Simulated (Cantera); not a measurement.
Charge: 1 mol Cr, 0.013 mol H2O, 110 mol H2, held at 1550 K and 3.70 Pa.

Cantera equilibrium calculation (NASA polynomials, part measured and part estimated; ideal gas, pure solids and liquids). Candidate condensed phases: Cr, Cr2O3, H2O; 13 gas species. Kinetics and transport are ignored.

Base state: H2 0.986, Cr 0.00898, H 0.00514, H2O 0.000116 (mole fractions); condensed: gas only.

Problem. What changes in the equilibrium state with this change: temperature from 1550 K to 1575 K?

Solution. 
| species | before | after |
|---|---|---|
| H2 | 0.986 | 0.984 |
| Cr | 0.00898 | 0.00898 |
| H | 0.00514 | 0.00678 |
| H2O | 0.000116 | 0.000116 |
